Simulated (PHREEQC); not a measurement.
Dissolve 0.04 mol/kgw HF and 0.12 mol/kgw NH4F at 25 °C. Closed to the air; pH follows from the charge balance.

All values are PHREEQC results (ion-association model, phreeqc.dat), not measurements.

Each row changes one thing in this solution. Precipitation was switched off in this run.

| case | pH | ionic strength (mol/kgw) | F- (mol/kgw) | HF (mol/kgw) | HF2- (mol/kgw) | NH3 (mol/kgw) |
|---|---|---|---|---|---|---|
| as made | 3.62 | 0.120 | 0.109 | 0.0281 | 0.0117 | 2.05e-7 |
| diluted 100-fold with water | 3.87 | 0.00134 | 0.00134 | 0.000259 | 1.33e-6 | 4.88e-9 |
| HF from 0.04 to 0.036 mol/kgw | 3.68 | 0.120 | 0.110 | 0.0252 | 0.0106 | 2.30e-7 |
| diluted 10-fold with water | 3.65 | 0.0123 | 0.0121 | 0.00359 | 0.000166 | 2.72e-8 |
| 0.053 mol/kgw Na2SO4 added | 3.57 | 0.242 | 0.106 | 0.0280 | 0.0113 | 1.44e-7 |
